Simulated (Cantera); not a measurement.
A diamond (100) surface in a fixed gas of H2 with x(CH4) = 0.0049, x(CH3) = 0.00026, at 1075 K, 12000 Pa; coverages are run to steady state.

Model: the Harris–Goodwin 1993 mechanism for the reconstructed diamond (100) surface, integrated in Cantera.

One state of this run: growth (µm/h) = 8.69; θ c6HH = 0.482; θ c6H* = 0.0213; θ c6*H = 0.358; θ c6** = 0.00933; θ c6HM = 0.0864. θ: site fractions in the mechanism's names (c6HH fully hydrogenated, c6H* and c6*H radical sites, c6** diradical, c6HM methylated).

Question: Which value of x(H) does it belong to?
(A) 0.00021
(B) 0.00099
(C) 0.0021
(D) 0.00046

Answer: D, 0.00046
